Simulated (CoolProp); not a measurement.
Vapour-liquid equilibrium of R1234ze(E) (1) + n-pentane (2) at 0.0138 MPa; x and y are mole fractions of (1).

Values from CoolProp's multi-fluid Helmholtz-energy mixture model, Thol 2016 and Thol 2019; pair parameters Bell 2016.

```json
[
 {"x": "0.05", "bubble temperature (K)": "241.5", "y at the bubble point": "0.679", "dew temperature at overall composition x (K)": "260.2", "liquid density (mol/L)": "9.442"},
 {"x": "0.125", "bubble temperature (K)": "229.3", "y at the bubble point": "0.864", "dew temperature at overall composition x (K)": "258.7", "liquid density (mol/L)": "9.739"},
 {"x": "0.2", "bubble temperature (K)": "223.8", "y at the bubble point": "0.913", "dew temperature at overall composition x (K)": "257.0", "liquid density (mol/L)": "9.959"},
 {"x": "0.275", "bubble temperature (K)": "221.0", "y at the bubble point": "0.933", "dew temperature at overall composition x (K)": "255.2", "liquid density (mol/L)": "10.15"},
 {"x": "0.35", "bubble temperature (K)": "219.5", "y at the bubble point": "0.942", "dew temperature at overall composition x (K)": "253.2", "liquid density (mol/L)": "10.33"},
 {"x": "0.425", "bubble temperature (K)": "218.8", "y at the bubble point": "0.947", "dew temperature at overall composition x (K)": "251.1", "liquid density (mol/L)": "10.51"},
 {"x": "0.5", "bubble temperature (K)": "218.4", "y at the bubble point": "0.949", "dew temperature at overall composition x (K)": "248.7", "liquid density (mol/L)": "10.69"},
 {"x": "0.575", "bubble temperature (K)": "218.2", "y at the bubble point": "0.951", "dew temperature at overall composition x (K)": "246.0", "liquid density (mol/L)": "10.87"},
 {"x": "0.65", "bubble temperature (K)": "218.1", "y at the bubble point": "0.952", "dew temperature at overall composition x (K)": "242.9", "liquid density (mol/L)": "11.07"},
 {"x": "0.725", "bubble temperature (K)": "218.0", "y at the bubble point": "0.953", "dew temperature at overall composition x (K)": "239.1", "liquid density (mol/L)": "11.28"},
 {"x": "0.8", "bubble temperature (K)": "217.7", "y at the bubble point": "0.957", "dew temperature at overall composition x (K)": "234.5", "liquid density (mol/L)": "11.50"},
 {"x": "0.875", "bubble temperature (K)": "217.3", "y at the bubble point": "0.965", "dew temperature at overall composition x (K)": "228.2", "liquid density (mol/L)": "11.75"},
 {"x": "0.95", "bubble temperature (K)": "216.8", "y at the bubble point": "0.981", "dew temperature at overall composition x (K)": "218.3", "liquid density (mol/L)": "12.02"}
]
```

No azeotrope shows between x = 0.05 and 0.95.

The pair parameters rest on a limited set of measurements; away from them the model extrapolates. With so large a gap from Raoult's law the liquid may split in two, which this calculation doesn't test in full.
